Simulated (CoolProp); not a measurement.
Vapour-liquid equilibrium of R143a (1) + fluoroethane (R161) (2) at 971 kPa; x and y are mole fractions of (1).

Model: multi-fluid Helmholtz-energy mixture model, Lemmon and Jacobsen 2000 and Wu 2012; pair parameters Bell 2016, in CoolProp.

| x | bubble temperature (°C) | y at the bubble point | dew temperature at overall composition x (°C) | liquid density (mol/L) |
|---|---|---|---|---|
| 0.05 | ? | 0.065 | 26.2 | 14.53 |
| 0.2 | 24.0 | 0.246 | 24.5 | 14.00 |
| 0.35 | 22.1 | 0.410 | 22.8 | 13.49 |
| 0.5 | 20.3 | 0.560 | 21.0 | 13.01 |
| 0.65 | 18.7 | 0.701 | 19.3 | ? |
| 0.8 | 17.2 | 0.834 | ? | ? |
| 0.95 | 15.7 | 0.959 | ? | 11.67 |

### Question
Complete the blanks.

### Answer

- 0.05, bubble temperature (°C): 26.1
- 0.65, liquid density (mol/L): 12.54
- 0.8, dew temperature at overall composition x (°C): 17.6
- 0.8, liquid density (mol/L): 12.10
- 0.95, dew temperature at overall composition x (°C): 15.9

No azeotrope shows between x = 0.05 and 0.95.

Pair parameters are fitted to limited data, so mixtures are less certain than the pure fluids.
